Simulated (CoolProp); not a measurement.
Properties of ethylene along the isotherm 176.85 °C (Tc = 9.2 °C, pc = 5.042 MPa, ω = 0.087).

Model: reference Helmholtz-energy equation of state, Smukala 2000, in CoolProp.

```json
[
 {"p (MPa)": "0.28", "phase": "gas", "cp (kJ/(kg K))": "2.071", "cv (kJ/(kg K))": "1.767", "isothermal compressibility (1/MPa)": "3.585", "expansivity (1/kK)": "2.257"},
 {"p (MPa)": "0.56", "phase": "gas", "cp (kJ/(kg K))": "2.079", "cv (kJ/(kg K))": "1.769", "isothermal compressibility (1/MPa)": "1.799", "expansivity (1/kK)": "2.291"},
 {"p (MPa)": "0.84", "phase": "gas", "cp (kJ/(kg K))": "2.088", "cv (kJ/(kg K))": "1.771", "isothermal compressibility (1/MPa)": "1.204", "expansivity (1/kK)": "2.327"},
 {"p (MPa)": "1.12", "phase": "gas", "cp (kJ/(kg K))": "2.097", "cv (kJ/(kg K))": "1.772", "isothermal compressibility (1/MPa)": "0.9066", "expansivity (1/kK)": "2.362"},
 {"p (MPa)": "1.4", "phase": "gas", "cp (kJ/(kg K))": "2.106", "cv (kJ/(kg K))": "1.774", "isothermal compressibility (1/MPa)": "0.7280", "expansivity (1/kK)": "2.398"},
 {"p (MPa)": "1.68", "phase": "gas", "cp (kJ/(kg K))": "2.116", "cv (kJ/(kg K))": "1.776", "isothermal compressibility (1/MPa)": "0.6089", "expansivity (1/kK)": "2.435"},
 {"p (MPa)": "1.96", "phase": "gas", "cp (kJ/(kg K))": "2.125", "cv (kJ/(kg K))": "1.777", "isothermal compressibility (1/MPa)": "0.5239", "expansivity (1/kK)": "2.472"},
 {"p (MPa)": "2.24", "phase": "gas", "cp (kJ/(kg K))": "2.135", "cv (kJ/(kg K))": "1.779", "isothermal compressibility (1/MPa)": "0.4600", "expansivity (1/kK)": "2.509"},
 {"p (MPa)": "2.52", "phase": "gas", "cp (kJ/(kg K))": "2.144", "cv (kJ/(kg K))": "1.781", "isothermal compressibility (1/MPa)": "0.4104", "expansivity (1/kK)": "2.547"}
]
```
